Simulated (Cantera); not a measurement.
An isothermal, constant-pressure homogeneous reactor starts with H2 : O2 = 0.054 : 1 (molar parts), equivalence ratio 0.027, at 1250 K and 16.5 Torr.

Model: GRI-Mech 3.0 (53 species, 325 reactions), integrated in Cantera. Radical loss at walls, strong at low pressure, is not modelled. The temperature is held fixed by assumption; the heat of reaction is taken as removed at once.

x: mole fraction; the columns are a selection and need not sum to one.

```json
[
 {"t (s)": "8.00e-6", "x H2": "0.0512", "x O2": "0.949", "x H": "(withheld)", "x H2O2": "<1e-12", "x HO2": "1.46e-9", "x H2O": "1.80e-11"},
 {"t (s)": "3.53e-5", "x H2": "0.0512", "x O2": "0.949", "x H": "(withheld)", "x H2O2": "1.19e-12", "x HO2": "6.46e-9", "x H2O": "1.11e-9"},
 {"t (s)": "0.000156", "x H2": "0.0512", "x O2": "0.949", "x H": "(withheld)", "x H2O2": "2.30e-11", "x HO2": "2.87e-8", "x H2O": "6.24e-8"},
 {"t (s)": "0.000690", "x H2": "0.0510", "x O2": "0.949", "x H": "(withheld)", "x H2O2": "7.70e-10", "x HO2": "5.07e-7", "x H2O": "0.000134"},
 {"t (s)": "0.00305", "x H2": "0.000841", "x O2": "0.911", "x H": "(withheld)", "x H2O2": "1.35e-7", "x HO2": "4.92e-6", "x H2O": "0.0453"},
 {"t (s)": "0.0135", "x H2": "0.000496", "x O2": "0.927", "x H": "(withheld)", "x H2O2": "1.34e-7", "x HO2": "4.26e-6", "x H2O": "0.0485"},
 {"t (s)": "0.0594", "x H2": "0.000100", "x O2": "0.943", "x H": "(withheld)", "x H2O2": "9.57e-8", "x HO2": "2.16e-6", "x H2O": "0.0515"},
 {"t (s)": "0.263", "x H2": "7.96e-6", "x O2": "0.947", "x H": "(withheld)", "x H2O2": "3.23e-8", "x HO2": "4.23e-7", "x H2O": "0.0524"},
 {"t (s)": "1.16", "x H2": "6.81e-7", "x O2": "0.947", "x H": "(withheld)", "x H2O2": "6.96e-9", "x HO2": "5.67e-8", "x H2O": "0.0525"},
 {"t (s)": "5.12", "x H2": "8.81e-8", "x O2": "0.947", "x H": "(withheld)", "x H2O2": "1.40e-9", "x HO2": "1.54e-8", "x H2O": "0.0526"},
 {"t (s)": "22.6", "x H2": "1.86e-8", "x O2": "0.947", "x H": "6.55e-10", "x H2O2": "3.78e-10", "x HO2": "1.72e-8", "x H2O": "0.0526"},
 {"t (s)": "100", "x H2": "1.27e-8", "x O2": "0.947", "x H": "3.69e-10", "x H2O2": "2.80e-10", "x HO2": "1.98e-8", "x H2O": "0.0526"}
]
```

Fill in the missing entries.


- 8.00e-6, x H: 1.24e-9
- 3.53e-5, x H: 4.13e-9
- 0.000156, x H: 3.06e-8
- 0.000690, x H: 4.16e-5
- 0.00305, x H: 0.00664
- 0.0135, x H: 0.00286
- 0.0594, x H: 0.000247
- 0.263, x H: 5.57e-6
- 1.16, x H: 1.42e-7
- 5.12, x H: 6.70e-9
